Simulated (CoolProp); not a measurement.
Saturation properties of R1233zd(E).

The numbers come from the reference Helmholtz-energy equation of state, Akasaka 2022 in CoolProp.

```tsv
T (K)	p (kPa)	liquid density (kg/m³)	vapour density (kg/m³)	enthalpy of vaporisation (kJ/kg)	liquid cp (kJ/(kg K))
271.9	45.91	1324	2.713	…	1.134
276.3	55.59	1314	…	201.4	1.142
280.6	66.56	1304	3.840	…	1.150
285	79.49	1294	4.535	197.3	1.159
289.4	94.35	1284	5.326	195.2	…
293.7	110.9	1274	6.200	193.1	1.177
298.1	130.1	1263	7.207	190.9	…
302.5	…	1252	8.339	188.7	1.195
306.9	176.3	1242	9.606	186.4	1.205
311.2	203.0	1231	10.99	184.2	1.215
315.6	233.5	1220	…	181.8	1.225
320	267.4	1208	14.30	179.3	1.235
```

Question: Complete the blanks.

Answer: 
- 271.9, enthalpy of vaporisation (kJ/kg): 203.4
- 276.3, vapour density (kg/m³): 3.244
- 280.6, enthalpy of vaporisation (kJ/kg): 199.4
- 289.4, liquid cp (kJ/(kg K)): 1.168
- 298.1, liquid cp (kJ/(kg K)): 1.186
- 302.5, p (kPa): 151.8
- 315.6, vapour density (kg/m³): 12.56

It boils at 291.3 K under 1 atm.
